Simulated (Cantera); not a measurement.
A freely propagating, adiabatic, planar premixed flame of 5.73 % CH₄, 16.9 % O₂, 63.6 % N₂, 13.8 % CO₂, unburnt at 598 K and 5.00 bar; multicomponent+Soret transport, grid criteria slope 0.08 and curve 0.16, no radiation.

Model: GRI-Mech 3.0 (53 species, 325 reactions), integrated in Cantera. Burning velocities carry a grid error of a few per cent, more on coarse grids.

x: mole fraction of selected species; z is measured from the peak of heat release.

| z (mm) | T (K) | u (m/s) | x CH₄ | x O₂ | x CO₂ | x NO₂ | x CH₂O | x H |
|---|---|---|---|---|---|---|---|---|
| -1.02 | 601 | 0.134 | 0.0570 | 0.168 | 0.138 | <1e-8 | 1.78e-6 | <1e-8 |
| -0.681 | 616 | 0.137 | 0.0556 | 0.167 | 0.138 | [?] | 1.53e-5 | <1e-8 |
| -0.510 | 651 | 0.145 | 0.0529 | 0.164 | 0.140 | [?] | 5.56e-5 | <1e-8 |
| -0.340 | 762 | 0.170 | 0.0459 | 0.154 | 0.144 | [?] | 0.000217 | <1e-8 |
| -0.170 | 1075 | 0.241 | 0.0283 | 0.123 | 0.154 | [?] | 0.000728 | 4.35e-7 |
| -0.0851 | 1339 | 0.300 | 0.0139 | 0.0958 | 0.163 | [?] | 0.000806 | 8.80e-6 |
| 0 | 1604 | 0.360 | 0.00165 | 0.0677 | 0.176 | [?] | 0.000193 | 0.000105 |
| 0.0851 | 1706 | 0.381 | 1.50e-5 | 0.0580 | 0.187 | [?] | 2.81e-6 | 9.87e-5 |
| 0.170 | 1739 | 0.388 | 1.31e-7 | 0.0559 | 0.191 | 1.57e-8 | 2.61e-8 | 4.11e-5 |
| 0.340 | 1759 | 0.392 | <1e-8 | 0.0548 | 0.194 | 1.61e-8 | <1e-8 | 8.94e-6 |
| 0.681 | 1767 | 0.393 | <1e-8 | 0.0545 | 0.194 | [?] | <1e-8 | 1.41e-6 |
| 1.36 | 1769 | 0.394 | <1e-8 | 0.0545 | 0.195 | <1e-8 | <1e-8 | 4.42e-7 |
| 2.72 | 1769 | 0.394 | <1e-8 | 0.0545 | 0.195 | <1e-8 | <1e-8 | 3.72e-7 |

Q: Complete the blanks.

A: 
- -0.681, x NO₂: 1.25e-8
- -0.510, x NO₂: 4.26e-8
- -0.340, x NO₂: 1.45e-7
- -0.170, x NO₂: 2.97e-7
- -0.0851, x NO₂: 1.72e-7
- 0, x NO₂: 2.68e-8
- 0.0851, x NO₂: 1.34e-8
- 0.681, x NO₂: 1.13e-8
